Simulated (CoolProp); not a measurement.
Values from CoolProp's reference Helmholtz-energy equation of state, Lemmon 2006. It is a short technical equation, of lower accuracy than the large ones.

Problem. Give the vapour pressure (bar), liquid density (kg/m³), vapour density (kg/m³), enthalpy of vaporisation (kJ/kg) of saturated acetone at 303.9, 406.3, 419.1 K.

Solution. 
```
T (K)  p (bar)  liquid density (kg/m³)  vapour density (kg/m³)  enthalpy of vaporisation (kJ/kg)
-----  -------  ----------------------  ----------------------  --------------------------------
303.9    0.392                     778                   0.927                               528
406.3     8.09                     646                    17.1                               401
419.1     10.5                     626                    22.5                               380
```
